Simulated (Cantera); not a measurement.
An adiabatic, constant-volume homogeneous reactor starts with CH3OH : O2 : N2 = 1 : 0.714 : 2.69 (molar parts), equivalence ratio 2.1, at 1125 K and 2600000 Pa. Integrator tolerance rtol = 1e-08.

Computed with Cantera and GRI-Mech 3.0 (53 species, 325 reactions). GRI-Mech 3.0 was tuned for natural gas; its chemistry of methanol as a main component is partial and can be far from experiment. The pressure lies above the range GRI-Mech 3.0 was tuned for (to about 10 atm).

### Question
What does this change do: initial temperature 1125 to 1225 K?

### Answer
| quantity | before | after |
|---|---|---|
| time of steepest temperature rise | 2.53 ms | 0.424 ms |
| temperature at 0.300 s | 2626 K | 2709 K |
| equilibrium temperature | 2626 K | 2709 K |
| x(CH3OH) at 0.300 s | 2.01e-10 (gas-phase equilibrium 2.07e-10) | 1.57e-10 (gas-phase equilibrium 1.62e-10) |
| x(O2) at 0.300 s | 3.73e-6 (gas-phase equilibrium 3.73e-6) | 8.12e-6 (gas-phase equilibrium 8.12e-6) |
| x(H2O) at 0.300 s | 0.215 (gas-phase equilibrium 0.215) | 0.215 (gas-phase equilibrium 0.215) |
| x(CH2) at 0.300 s | 1.01e-10 (gas-phase equilibrium 1.10e-10) | 1.34e-10 (gas-phase equilibrium 1.47e-10) |
| x(H2) at 0.300 s | 0.134 (gas-phase equilibrium 0.134) | 0.134 (gas-phase equilibrium 0.134) |
| x(HCN) at 0.300 s | 3.61e-6 (gas-phase equilibrium 3.61e-6) | 3.39e-6 (gas-phase equilibrium 3.39e-6) |
| x(NO) at 0.300 s | 9.29e-5 (gas-phase equilibrium 9.29e-5) | 0.000156 (gas-phase equilibrium 0.000156) |

### Question
What does this change do: N2 2.69 to 4.7 parts?

### Answer
```csv
quantity,before,after
time of steepest temperature rise,2.53 ms,2.86 ms
temperature at 0.300 s,2626 K,2302 K
equilibrium temperature,2626 K,2302 K
x(CH3OH) at 0.300 s,2.01e-10 (gas-phase equilibrium 2.07e-10),1.04e-10 (gas-phase equilibrium 1.06e-10)
x(O2) at 0.300 s,3.73e-6 (gas-phase equilibrium 3.73e-6),1.66e-7 (gas-phase equilibrium 1.66e-7)
x(H2O) at 0.300 s,0.215 (gas-phase equilibrium 0.215),0.157 (gas-phase equilibrium 0.157)
x(CH2) at 0.300 s,1.01e-10 (gas-phase equilibrium 1.10e-10),9.48e-12 (gas-phase equilibrium 1.03e-11)
x(H2) at 0.300 s,0.134 (gas-phase equilibrium 0.134),0.102 (gas-phase equilibrium 0.102)
x(HCN) at 0.300 s,3.61e-6 (gas-phase equilibrium 3.61e-6),2.23e-6 (gas-phase equilibrium 2.23e-6)
x(NO) at 0.300 s,9.29e-5 (gas-phase equilibrium 9.29e-5),1.24e-5 (gas-phase equilibrium 1.24e-5)
```
